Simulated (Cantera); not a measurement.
An isothermal plug-flow reactor at 798 K and 1730 Torr (inlet), inlet velocity 1.8 m/s, active area per volume 520 1/m; feed CO : O2 : N2 = 0.0035 : 0.092 : 0.79 (molar parts), equivalence ratio 0.019.

Model: Deutschmann's 1995 Pt surface mechanism with GRI-Mech 3.0 gas chemistry, integrated in Cantera. Catalytic surfaces can have several steady states; this one follows from the mechanism file's or the stated starting coverage. Mass transfer to the wall is taken as infinitely fast.

One state of this run: x CO = 0.00237; x O2 = 0.103; x H2O = <1e-12; x CO2 = 0.00158; θ free Pt = 0.0311; θ O* = 0.968; θ CO* = 0.000722. x: gas mole fraction; θ: surface coverage.

Which value of z (m) does it belong to?
(A) 0.0047
(B) 0.001
(C) 0.0006
(D) 0.00036

A, 0.0047
